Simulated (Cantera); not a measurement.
An adiabatic, constant-volume homogeneous reactor starts with C₃H₈ : O₂ : N₂ = 1 : 9.09 : 34.2 (molar parts), at 1598 K and 1.50 bar. Integrator tolerance rtol = 1e-08.

Cantera simulation using GRI-Mech 3.0 (53 species, 325 reactions); the numbers are that mechanism's predictions, not measurements. GRI-Mech 3.0 was tuned for natural gas; its chemistry of propane as a main component is partial and can be far from experiment.

Task: What does this change do: 2.1 parts H2O added?

Result: 
```tsv
quantity	before	after
time of steepest temperature rise	24.1 µs	24.1 µs
temperature at 1.00 s	2726 K	2674 K
equilibrium temperature	2726 K	2674 K
x(C₃H₈) at 1.00 s	<1e-12 (gas-phase equilibrium <1e-12)	<1e-12 (gas-phase equilibrium <1e-12)
x(O₂) at 1.00 s	0.0799 (gas-phase equilibrium 0.0799)	0.0768 (gas-phase equilibrium 0.0768)
x(H) at 1.00 s	0.00201 (gas-phase equilibrium 0.00201)	0.00186 (gas-phase equilibrium 0.00186)
x(CH₃) at 1.00 s	<1e-12 (gas-phase equilibrium <1e-12)	<1e-12 (gas-phase equilibrium <1e-12)
x(N₂O) at 1.00 s	1.74e-6 (gas-phase equilibrium 1.74e-6)	1.49e-6 (gas-phase equilibrium 1.49e-6)
```
